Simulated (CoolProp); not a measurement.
Vapour pressure (MPa) of methane: the reference equation beside estimates from Tc = -82.6 °C, pc = 4.599 MPa, ω = 0.011. Clausius-Clapeyron is anchored at -128.75 °C with a constant enthalpy of vaporisation of 6.924 kJ/mol.

Model: reference Helmholtz-energy equation of state, Setzmann 1991, in CoolProp.

```csv
T (°C),reference,Lee-Kesler,Clausius-Clapeyron,van der Waals,Redlich-Kwong,Soave-Redlich-Kwong,Peng-Robinson
-135.75,0.5591,0.5597,0.5960,1.070,0.5137,0.5608,0.5624
-132.25,0.6715,0.6727,0.6929,1.212,0.6279,0.6753,0.6756
-128.75,0.7996,0.8013,0.7996,1.365,0.7589,0.8059,0.8047
-125.25,0.9445,0.9464,0.9165,1.530,0.9081,0.9537,0.9507
-121.75,1.107,1.109,1.044,1.707,1.077,1.120,1.115
-118.15,1.295,1.297,1.186,1.903,1.271,1.311,1.304
-114.65,1.498,1.500,1.336,2.106,1.482,1.519,1.510
-111.15,1.724,1.725,1.496,2.322,1.716,1.748,1.737
-107.65,1.972,1.973,1.668,2.551,1.974,2.001,1.988
-104.15,2.245,2.245,1.851,2.793,2.256,2.279,2.264
```

Absolute difference from the reference over all 10 rows, mean and median: Lee-Kesler 0.1 and 0.1 %, Clausius-Clapeyron 8.4 and 7.5 %, van der Waals 53.5 and 50.6 %, Redlich-Kwong 3.0 and 2.3 %, Soave-Redlich-Kwong 1.1 and 1.2 %, Peng-Robinson 0.7 and 0.7 %.
